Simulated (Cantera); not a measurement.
Input: 1 mol Al, 0.59 mol HCl, 44 mol H2, held at 0.000680 bar.

Equilibrium computed with Cantera from the NASA thermochemical tables; the gas is ideal and each condensed phase is pure. Candidate condensed phases: Al, AlCl3; 12 gas species. Rates play no part.

**Question.** At 1548 K, list the 6 most abundant gas species with their mole fractions, and the condensed phases.

**Answer.** H2 0.977, AlCl 0.0130, Al 0.00883, H 0.00117, AlH 0.000229, HCl 1.06e-5. Condensed: gas only.
